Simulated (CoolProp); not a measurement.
Properties of fluorine along the isobar 917 kPa (Tc = 144.4 K, pc = 5240 kPa, ω = 0.045).

Values from CoolProp's reference Helmholtz-energy equation of state, de Reuck 1990.

| T (K) | phase | density (kg/m³) | expansivity (1/kK) |
|---|---|---|---|
| 112.2 | gas | 43.55 | 14.27 |
| 120.7 | gas | 39.02 | 11.82 |
| 129.2 | gas | 35.54 | 10.24 |
| 137.7 | gas | 32.74 | 9.096 |
| 146.2 | gas | 30.42 | 8.228 |
| 154.7 | gas | 28.45 | 7.540 |
| 163.2 | gas | 26.75 | 6.977 |
| 171.7 | gas | 25.27 | 6.506 |
| 180.1 | gas | 23.96 | 6.109 |
| 188.6 | gas | 22.78 | 5.760 |
| 197.1 | gas | 21.72 | 5.455 |
